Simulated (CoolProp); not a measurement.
A Linde-Hampson liquefier for dry air: isothermal reversible compression at 290 K from 1 atm to 40 MPa, throttling to 1 atm, return gas leaving the recuperator 10 K below the feed. Each further row changes one setting.

The numbers come from the reference Helmholtz-energy equation of state, Lemmon 2000 in CoolProp. It is a pseudo-pure fit of the blend.

```
case                        liquid yield per pass  compression work (kJ/kg of gas)
--------------------------  ---------------------  -------------------------------
as stated                                   0.094                              501
high pressure 80 MPa                        0.063                              582
warm-end temperature 320 K                  0.065                              557
warm-end gap 15 K                           0.083                              501
```
